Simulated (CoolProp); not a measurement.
The numbers come from the reference Helmholtz-energy equation of state, Zhou 2012 in CoolProp.

Task: For o-xylene, give the phase and the Z, speed of sound (m/s), Joule-Thomson coefficient (K/MPa), expansivity (1/kK) at 295.5 K and 0.0204 MPa; 337.5 K and 0.0333 MPa; 437.2 K and 1.12 MPa.

Result: 
- 295.5 K and 0.0204 MPa: liquid; Z 0.00100, speed of sound 1360, Joule-Thomson coefficient -0.465, expansivity 0.959
- 337.5 K and 0.0333 MPa: liquid; Z 0.00150, speed of sound 1190, Joule-Thomson coefficient -0.410, expansivity 1.03
- 437.2 K and 1.12 MPa: liquid; Z 0.0435, speed of sound 830, Joule-Thomson coefficient -0.246, expansivity 1.34
